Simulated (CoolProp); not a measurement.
A single-stage vapour-compression cycle with the fluid: evaporating at 238.15 K (dew point), condensing at 265.15 K (bubble point), superheat 2 K, subcooling 2 K, compressor efficiency 0.6, no pressure losses. The same conditions are run with several fluids, on thermodynamics alone (safety and materials aside).

Model: reference Helmholtz-energy equation of state of each fluid (R407C: Lemmon 2003; R507A: Lemmon 2003; ethane: Bücker 2006; cis-2-butene: Lemmon 2005; C3F8 (R218): Lemmon 2006; C2F6 (R116): Lemmon 2006), in CoolProp. Blends and air are pseudo-pure fits.

```csv
fluid,cooling COP,pressure ratio,discharge temperature (K),refrigerating effect (kJ/kg),volumetric capacity (kJ/m³)
R407C,3.75,3.96,313.6,206,1020
R507A,[?],[?],286.5,158,1450
ethane,4.39,2.14,294.4,[?],5330
cis-2-butene,4.92,3.64,[?],400,198
C3F8 (R218),4.54,[?],268.6,[?],882
C2F6 (R116),4.07,2.30,273.7,67.1,3560
```

Task: Some entries are withheld; supply them.

Result: 
- R507A, cooling COP: 4.73
- R507A, pressure ratio: 2.79
- ethane, refrigerating effect (kJ/kg): 329
- cis-2-butene, discharge temperature (K): 301.7
- C3F8 (R218), pressure ratio: 2.89
- C3F8 (R218), refrigerating effect (kJ/kg): 80.7
